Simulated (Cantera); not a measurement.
Charge: 1 mol Fe, 0.42 mol CO2, 62 mol N2, held at 323 Torr.

These are equilibrium values from Cantera (NASA tables, ideal gas, pure condensed phases), not measurements of a reactor. Candidate condensed phases: C, Fe, Fe(CO)5, FeO, Fe2O3, Fe3O4; 27 gas species. Each liquid is taken as pure. Mutual solubility and eutectic melting of coexisting phases are not modelled. The tables' stoichiometric FeO is somewhat more stable than real wüstite, so its field is too wide. FeO: taken at fixed stoichiometry. Rates play no part.

Which condensed phases are stable at each of these points (T (K)): 1598, 1623, 1648, 1673, 1698, 1723, 1748, 1773, 1798, 1823, 1848, 1873, 1898?


| T (K) | condensed phases | Fe condensed (%) |
|---|---|---|
| 1598 | Fe(γ) + FeO(s) | 100.0 |
| 1623 | Fe(γ) + FeO(s) | 100.0 |
| 1648 | Fe(γ) + FeO(s) | 100.0 |
| 1673 | Fe(δ) + FeO(l) | 99.9 |
| 1698 | Fe(δ) + FeO(l) | 99.9 |
| 1723 | Fe(δ) + FeO(l) | 99.9 |
| 1748 | Fe(δ) + FeO(l) | 99.8 |
| 1773 | Fe(δ) + FeO(l) | 99.7 |
| 1798 | Fe(δ) + FeO(l) | 99.6 |
| 1823 | Fe(l) + FeO(l) | 99.4 |
| 1848 | Fe(l) + FeO(l) | 99.2 |
| 1873 | Fe(l) + FeO(l) | 98.8 |
| 1898 | Fe(l) + FeO(l) | 98.4 |

From 1598 K to 1648 K the condensed part is Fe(γ) + FeO(s). From 1673 K to 1798 K the condensed part is Fe(δ) + FeO(l). From 1823 K to 1898 K the condensed part is Fe(l) + FeO(l).
